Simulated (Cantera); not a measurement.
Charge: 1 mol CH3Cl, 0.16 mol H2, at 2600 Pa.

Equilibrium computed with Cantera from the NASA thermochemical tables; the gas is ideal and each condensed phase is pure. Candidate condensed phases: C, C6H6, C7H8, C8H18; 91 gas species. Kinetics and transport are ignored. All values below are at 500 °C.

Base state: H2 0.516, HCl 0.470, CH4 0.0146 (mole fractions); condensed: C(graphite).

Task: What changes in the equilibrium state with this change: CH3Cl replaced by CH2F2?

Result: 
| species | before | after |
|---|---|---|
| HF | 0 | 0.926 |
| H2 | 0.516 | 0.0735 |
| CH4 | 0.0146 | 0.000297 |
| HCl | 0.470 | 0 |
| C(graphite), mol | 0.969 | 0.999 |
